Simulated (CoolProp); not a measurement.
Octamethyltrisiloxane (MDM) along the isobar 4.73 MPa: Z from the reference equation and from simpler models built on Tc = 565.4 K, pc = 1.438 MPa, ω = 0.528; each cubic takes its own stable root.

The numbers come from the reference Helmholtz-energy equation of state, Thol 2017 in CoolProp.

```csv
T (K),phase,reference
351.7,liquid,0.4970
374.1,liquid,0.4813
396.4,liquid,0.4685
418.7,liquid,0.4584
441,liquid,0.4508
463.4,liquid,0.4456
485.7,liquid,0.4431
508,liquid,0.4434
530.3,liquid,0.4471
552.7,liquid,0.4547
575,supercritical,0.4675
```

**Question.** How far does each simpler model (Soave-Redlich-Kwong, Peng-Robinson) lie from the reference over these 11 states: mean and median of the absolute difference, and the worst?

**Answer.** 
- Soave-Redlich-Kwong: mean 8.5 %, median 8.2 %, worst +10.5 % at 575 K and 4.73 MPa
- Peng-Robinson: mean 3.4 %, median 3.8 %, worst -4.5 % at 463.4 K and 4.73 MPa
